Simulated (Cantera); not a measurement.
Charge: 1 mol SiH₄, 11 mol NO, held at 3.40 mbar.

Equilibrium computed with Cantera from the NASA thermochemical tables; the gas is ideal and each condensed phase is pure. Candidate condensed phases: H₂O, Si, SiO₂, Si₂N₂O, Si₃N₄; 35 gas species. The tables hold silica as quartz up to 1696 K and as liquid above; real silica turns to tridymite and cristobalite and melts near 1996 K. Kinetics and transport are ignored.

Question: At 1873 K, list the 4 most abundant gas species with their mole fractions, and the condensed phases.

Answer: N₂ 0.496, O₂ 0.312, H₂O 0.177, OH 0.00642. Condensed: SiO₂(condensed).
